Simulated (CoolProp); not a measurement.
Vapour-liquid equilibrium of isobutene (1) + n-butane (2) at 349.8 K; x and y are mole fractions of (1).

Computed with CoolProp (multi-fluid Helmholtz-energy mixture model, Lemmon 2005 and Bücker 2006; pair parameters Bell 2016).

| x | bubble pressure, mixture model (bar) | bubble pressure, Raoult's law (bar) | y, mixture model | y, Raoult's law |
|---|---|---|---|---|
| 0.05 | 9.523 | 9.500 | 0.059 | 0.060 |
| 0.15 | … | 9.700 | … | 0.176 |
| 0.25 | 9.979 | 9.899 | … | 0.288 |
| 0.35 | 10.19 | 10.10 | 0.386 | 0.395 |
| 0.45 | 10.39 | 10.30 | 0.486 | 0.498 |
| 0.55 | 10.59 | 10.50 | 0.584 | 0.597 |
| 0.65 | 10.77 | 10.70 | 0.680 | 0.692 |
| 0.75 | 10.96 | 10.90 | 0.773 | 0.784 |
| 0.85 | 11.13 | 11.10 | … | 0.873 |
| 0.95 | … | 11.30 | 0.955 | 0.958 |

Q: Some entries are withheld; supply them.

A: 
- 0.15, bubble pressure, mixture model (bar): 9.757
- 0.15, y, mixture model: 0.173
- 0.25, y, mixture model: 0.281
- 0.85, y, mixture model: 0.865
- 0.95, bubble pressure, mixture model (bar): 11.31

The largest gap from Raoult's law is +0.9 % in bubble pressure, at x = 0.45. No azeotrope shows between x = 0.05 and 0.95.

Pair parameters are fitted to limited data, so mixtures are less certain than the pure fluids.
